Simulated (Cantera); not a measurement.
## Counterflow diffusion flame

A counterflow diffusion flame at 101000 Pa, nozzles 20 mm apart: fuel side 100 % H2 at 375 K, oxidiser side 22.0 % O2, 78.0 % N2 at 775 K, fuel mass flux 0.34 times the oxidiser's; mixture-averaged transport, no radiation.

Cantera simulation using the H2/O2 subset of GRI-Mech 3.0, which has no nitrogen chemistry; the numbers are that mechanism's predictions, not measurements. The maximum strain rate includes the flame's own expansion and is several times the mean.

```
oxidiser flux (kg/m²/s)  max strain (1/s)  mean strain (1/s)  T max (K)  peak x OH  peak x H  peak x H2O  peak x HO2
-----------------------  ----------------  -----------------  ---------  ---------  --------  ----------  ----------
0.61                                  836                225       2586     0.0265    0.0220       0.276     3.80e-5
0.94                                 1270                347       2527     0.0266    0.0250       0.273     4.97e-5
1.5                                  1980                554       2446     0.0264    0.0287       0.269     6.34e-5
2.3                                  3000                850       2371     0.0262    0.0330       0.266     7.75e-5
3.5                                  4570               1290       2286     0.0255    0.0377       0.262     9.28e-5
5.4                                  7020               2000       2191     0.0243    0.0427       0.258    0.000108
8.4                                 10800               3100       2094     0.0228    0.0479       0.255    0.000123
```
x: mole fraction; the columns are a selection and need not sum to one.
